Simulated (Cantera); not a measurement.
Cantera run, input and output.

```python
import numpy as np
import cantera as ct

gas = ct.Solution("gri30.yaml")


def delay(T, t_max=10):
    gas.TPX = T, 120000, {'C3H8': 1, 'O2': 3.33, 'N2': 17.3}
    reactor = ct.IdealGasConstPressureReactor(gas, clone=False)
    net = ct.ReactorNet([reactor])
    net.rtol, net.atol = 1e-8, 1e-16
    while net.time < t_max:
        t_old, T_old = net.time, reactor.T
        net.step()
        if reactor.T > T + 400:  # ignition: a rise of 400 K
            return t_old + (T + 400 - T_old) / (reactor.T - T_old) * (net.time - t_old)
    return np.nan


taus = []
for T in [1050, 1150, 1250, 1350, 1450, 1550]:
    taus.append(delay(T))
    print(f"T0 = {T:6g} K   tau = {taus[-1]:.4e} s")
```

Output:

```
T0 =   1050 K   tau = 2.0394e-01 s
T0 =   1150 K   tau = 2.0587e-02 s
T0 =   1250 K   tau = 2.7347e-03 s
T0 =   1350 K   tau = 5.3192e-04 s
T0 =   1450 K   tau = 1.5036e-04 s
T0 =   1550 K   tau = 5.8374e-05 s
```

Detailed kinetics in Cantera: GRI-Mech 3.0 (53 species, 325 reactions). GRI-Mech 3.0 was tuned for natural gas; its chemistry of propane as a main component is partial and can be far from experiment.
